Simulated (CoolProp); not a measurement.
Isopentane along the isobar 4650 kPa: fugacity coefficient from the reference equation and from simpler models built on Tc = 460.3 K, pc = 3378 kPa, ω = 0.227; each cubic takes its own stable root.

Model: reference Helmholtz-energy equation of state, Lemmon 2006, in CoolProp. It is a short technical equation, of lower accuracy than the large ones.

| T (K) | phase | reference | Redlich-Kwong | Peng-Robinson |
|---|---|---|---|---|
| 202.9 | liquid | 0.0001316 | 0.0003231 | 0.0001429 |
| 218.1 | liquid | 0.0004348 | [?] | 0.0004574 |
| 233.4 | liquid | 0.001206 | 0.002607 | 0.001241 |
| 248.7 | liquid | 0.002885 | 0.005819 | 0.002925 |
| 263.9 | liquid | 0.006094 | 0.01147 | [?] |
| 279.2 | liquid | 0.01172 | [?] | [?] |
| 294.4 | liquid | 0.02066 | 0.03408 | 0.02053 |
| 309.7 | liquid | 0.03410 | 0.05292 | 0.03382 |
| 325 | liquid | 0.05305 | 0.07770 | 0.05257 |
| 340.2 | liquid | 0.07821 | 0.1086 | 0.07753 |
| 355.5 | liquid | 0.1106 | 0.1461 | 0.1097 |
| 370.7 | liquid | 0.1503 | 0.1896 | 0.1492 |
| 386 | liquid | 0.1977 | [?] | 0.1964 |
| 401.3 | liquid | 0.2524 | [?] | 0.2507 |

Task: What belongs in the gaps?

Result: 
- 218.1, Redlich-Kwong: 0.001005
- 263.9, Peng-Robinson: 0.006117
- 279.2, Redlich-Kwong: 0.02061
- 279.2, Peng-Robinson: 0.01168
- 386, Redlich-Kwong: 0.2390
- 401.3, Redlich-Kwong: 0.2933
